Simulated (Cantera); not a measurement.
Thermodynamics of silicon nitride deposition, feed Si2Cl6 + NH3 + H2

Feed: 1 mol Si2Cl6, 3.6 mol NH3, 2.8 mol H2, at 13300 Pa.

Equilibrium computed with Cantera from the NASA thermochemical tables; the gas is ideal and each condensed phase is pure. Candidate condensed phases: NH4Cl, Si, Si3N4; 28 gas species. The feed counts by its element totals alone. The tables' values for SiCl3, SiCl, SiN are old estimates; treat these amounts as uncertain. Gases not in the tables: Si2H6 and higher silanes. Rates play no part.

```json
[
 {"T (K)": "1400", "x H2": "0.514", "x HCl": "0.380", "x SiCl2": "0.00623", "x N2": "0.0663", "x SiCl4": "0.0246", "x SiCl3": "0.00600", "n Si3N4(s)": "0.515", "n Si(l)": "0"},
 {"T (K)": "1475", "x H2": "0.513", "x HCl": "0.368", "x SiCl2": "0.0174", "x N2": "0.0713", "x SiCl4": "0.0180", "x SiCl3": "0.00959", "n Si3N4(s)": "0.481", "n Si(l)": "0"},
 {"T (K)": "1550", "x H2": "0.515", "x HCl": "0.341", "x SiCl2": "0.0381", "x N2": "0.0810", "x SiCl4": "0.0107", "x SiCl3": "0.0121", "n Si3N4(s)": "0.416", "n Si(l)": "0"},
 {"T (K)": "1625", "x H2": "0.521", "x HCl": "0.300", "x SiCl2": "0.0661", "x N2": "0.0945", "x SiCl4": "0.00498", "x SiCl3": "0.0119", "n Si3N4(s)": "0.323", "n Si(l)": "0"},
 {"T (K)": "1700", "x H2": "0.531", "x HCl": "0.251", "x SiCl2": "0.0955", "x N2": "0.109", "x SiCl4": "0.00192", "x SiCl3": "0.00966", "n Si3N4(s)": "0.218", "n Si(l)": "0"},
 {"T (K)": "1775", "x H2": "0.543", "x HCl": "0.203", "x SiCl2": "0.122", "x N2": "0.123", "x SiCl4": "0.000665", "x SiCl3": "0.00692", "n Si3N4(s)": "0.116", "n Si(l)": "0"},
 {"T (K)": "1850", "x H2": "0.549", "x HCl": "0.164", "x SiCl2": "0.141", "x N2": "0.139", "x SiCl4": "0.000225", "x SiCl3": "0.00465", "n Si3N4(s)": "0", "n Si(l)": "0.0964"},
 {"T (K)": "1925", "x H2": "0.545", "x HCl": "0.170", "x SiCl2": "0.140", "x N2": "0.139", "x SiCl4": "0.000117", "x SiCl3": "0.00355", "n Si3N4(s)": "0", "n Si(l)": "0.129"},
 {"T (K)": "2000", "x H2": "0.540", "x HCl": "0.176", "x SiCl2": "0.137", "x N2": "0.138", "x SiCl4": "6.37e-5", "x SiCl3": "0.00276", "n Si3N4(s)": "0", "n Si(l)": "0.158"}
]
```
x: gas mole fraction; n: condensed amount in mol.

From 1400 K to 1775 K the condensed part is Si3N4(s). From 1850 K to 2000 K the condensed part is Si(l). The main Si-bearing gas is SiCl4 at 1400 K and SiCl2 at 2000 K. The share of Si in condensed phases is highest at 1400 K (77.2 %) and lowest at 1850 K (4.8 %).
